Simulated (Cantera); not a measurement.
Standard-state values (1 bar) from the NASA 1993 polynomials, evaluated with Cantera. Values are per mole of reaction as written; species without (g) are pure solids or liquids, kept so even where they would boil at 1 bar.

Problem. Between 373 and 598 K, where is each reaction favourable under standard conditions?
- 12 C₂H₄(g) + 3 Ni₃S₄ ⇌ 9 Ni + 4 C₆H₆(g) + 12 H₂S(g)

Solution. 
- 12 C₂H₄(g) + 3 Ni₃S₄ ⇌ 9 Ni + 4 C₆H₆(g) + 12 H₂S(g): ΔG° is 127 kJ at 373 K and -9 kJ at 598 K; it changes sign between 573 and 598 K. ΔH° is 345 kJ and ΔS° 593 J/K at 598 K.
